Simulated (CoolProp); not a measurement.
Values from CoolProp's reference Helmholtz-energy equation of state, Lemmon 2006. It is a short technical equation, of lower accuracy than the large ones.

Task: Give the vapour pressure (MPa), liquid density (kg/m³), vapour Z, surface tension (mN/m) of saturated C3F8 (R218) at 252.4 K.

Result: 
```csv
T (K),p (MPa),liquid density (kg/m³),vapour Z,surface tension (mN/m)
252.4,0.198,1550,0.916,8.64
```

Surface tension comes from a separate correlation (Mulero 2012).
